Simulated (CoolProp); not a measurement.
Computed with CoolProp (reference Helmholtz-energy equation of state, Thol 2019).

**Question.** Give the vapour pressure (MPa), vapour density (kg/m³), liquid cp (kJ/(kg K)) of saturated dodecamethylpentasiloxane (MD3M) at 145.75, 155.35, 203.15 °C.

**Answer.** 
```
T (°C)  p (MPa)  vapour density (kg/m³)  liquid cp (kJ/(kg K))
------  -------  ----------------------  ---------------------
145.75  0.00862                   0.970                   1.98
155.35   0.0122                    1.35                   2.00
203.15   0.0524                    5.46                   2.10
```
